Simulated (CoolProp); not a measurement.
A single-stage vapour-compression cycle with chloromethane (R40): evaporating at 248.15 K (dew point), condensing at 291.15 K (bubble point), superheat 2 K, subcooling 5 K, compressor efficiency 0.9, no pressure losses. Each further row changes one setting.

Values from CoolProp's reference Helmholtz-energy equation of state, Thol 2014.

```tsv
case	cooling COP	pressure ratio	discharge temperature (K)	refrigerating effect (kJ/kg)	volumetric capacity (kJ/m³)
as stated	?	4.84	355.3	370	901
evaporating temperature 253.15 K	?	3.90	?	?	1110
condensing temperature 286.15 K	5.19	?	344.1	378	920
subcooling 10 K	4.60	4.84	355.3	378	920
superheat 12 K	?	4.84	367.6	379	?
compressor efficiency 0.8	4.00	4.84	366.0	370	901
```

Problem. Fill in the missing entries.

Solution. 
- as stated, cooling COP: 4.51
- evaporating temperature 253.15 K, cooling COP: 5.30
- evaporating temperature 253.15 K, discharge temperature (K): 345.9
- evaporating temperature 253.15 K, refrigerating effect (kJ/kg): 373
- condensing temperature 286.15 K, pressure ratio: 4.14
- superheat 12 K, cooling COP: 4.42
- superheat 12 K, volumetric capacity (kJ/m³): 881
